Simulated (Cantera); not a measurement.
An isothermal, constant-pressure homogeneous reactor starts with 3.03 % C3H8, 97.0 % H2, at 1623 K and 2670 Pa.

Model: GRI-Mech 3.0 (53 species, 325 reactions), integrated in Cantera. GRI-Mech 3.0 was tuned for natural gas; its chemistry of propane as a main component is partial and can be far from experiment. GRI-Mech 3.0 stops at C3 and has no aromatics, soot or wall deposition, so with more carbon than oxygen in the feed, carbon stays in small species such as C2H2 where larger ones or solid carbon would form. Radical loss at walls, strong at low pressure, is not modelled.

x: mole fraction; the columns are a selection and need not sum to one.

```csv
t (s),x C3H8,x H2,x H,x CH3,x CH4,x C2H
4.00e-5,0.0264,0.965,0.000761,___,0.00162,1.31e-11
0.000133,0.0109,0.947,0.00276,___,0.0159,5.09e-9
0.000443,2.75e-5,0.935,0.00352,___,0.0324,1.21e-7
0.00147,8.27e-9,0.938,0.00155,___,0.0334,1.09e-7
0.00490,1.95e-9,0.939,0.000787,___,0.0334,7.34e-8
0.0163,5.75e-10,0.940,0.000485,___,0.0331,5.05e-8
0.0543,2.73e-10,0.940,0.000370,___,0.0325,3.96e-8
0.181,2.08e-10,0.941,0.000353,___,0.0309,3.88e-8
0.601,1.38e-10,0.944,0.000360,___,0.0265,4.25e-8
2.00,4.62e-11,0.948,0.000378,___,0.0177,5.04e-8
```

Problem. Fill in the missing entries.

Solution. 
- 4.00e-5, x CH3: 0.00256
- 0.000133, x CH3: 0.00612
- 0.000443, x CH3: 0.00260
- 0.00147, x CH3: 0.00113
- 0.00490, x CH3: 0.000568
- 0.0163, x CH3: 0.000346
- 0.0543, x CH3: 0.000260
- 0.181, x CH3: 0.000235
- 0.601, x CH3: 0.000205
- 2.00, x CH3: 0.000143
